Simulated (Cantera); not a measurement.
Input (Python, Cantera):

```python
import numpy as np
import cantera as ct

gas = ct.Solution("gri30.yaml")
gas.TPX = 1950, 240, {'C2H6': 1, 'N2': 18}
inlet = ct.Reservoir(gas, clone=True)

reactor = ct.IdealGasConstPressureReactor(gas, energy="off", clone=False)
exhaust = ct.Reservoir(gas, clone=True)
tau = [1.9, 0.7, 0.26, 0.097, 0.036, 0.013, 0.0049, 0.0018][0]
for a, b in ((inlet, reactor), (reactor, exhaust)):
    ct.MassFlowController(a, b, mdot=lambda t: reactor.mass / tau)
net = ct.ReactorNet([reactor])
show = ['C2H6', 'H2', 'CH2', 'CH4', 'CH3', 'H', 'C2H4']

rows = []
print(f"{'tau/s':>10s}{'T/K':>9s}" + "".join(f"{s:>11s}" for s in show))
for tau in [1.9, 0.7, 0.26, 0.097, 0.036, 0.013, 0.0049, 0.0018]:
    net.initial_time = 0.0
    net.advance(30 * tau)
    before = gas.X
    net.advance(40 * tau)
    drift = np.max(np.abs(gas.X - before) / (gas.X + 1e-9))
    rows.append([gas.T, *gas[show].X, drift])
    print(f"{tau:10.3e}{gas.T:9.1f}" + "".join(f"{x:11.3e}" for x in gas[show].X))
```

Output:

```
     tau/s      T/K       C2H6         H2        CH2        CH4        CH3          H       C2H4
 1.900e+00   1950.0  9.465e-06  9.049e-02  1.800e-05  1.992e-03  8.478e-04  1.926e-03  6.909e-05
 7.000e-01   1950.0  2.554e-05  8.809e-02  2.818e-05  3.187e-03  1.433e-03  1.971e-03  1.812e-04
 2.600e-01   1950.0  6.760e-05  8.451e-02  4.345e-05  4.797e-03  2.402e-03  2.084e-03  4.491e-04
 9.700e-02   1950.0  1.763e-04  7.929e-02  6.554e-05  6.793e-03  4.010e-03  2.260e-03  1.053e-03
 3.600e-02   1950.0  4.582e-04  7.178e-02  9.620e-05  8.966e-03  6.690e-03  2.481e-03  2.335e-03
 1.300e-02   1950.0  1.214e-03  6.101e-02  1.368e-04  1.070e-02  1.119e-02  2.703e-03  4.866e-03
 4.900e-03   1950.0  3.069e-03  4.737e-02  1.805e-04  1.071e-02  1.773e-02  2.801e-03  8.635e-03
 1.800e-03   1950.0  7.779e-03  3.058e-02  2.133e-04  7.991e-03  2.612e-02  2.603e-03  1.204e-02
```

Computed with Cantera and GRI-Mech 3.0 (53 species, 325 reactions). GRI-Mech 3.0 stops at C3 and has no aromatics, soot or wall deposition, so with more carbon than oxygen in the feed, carbon stays in small species such as C2H2 where larger ones or solid carbon would form. Radical loss at walls, strong at low pressure, is not modelled.
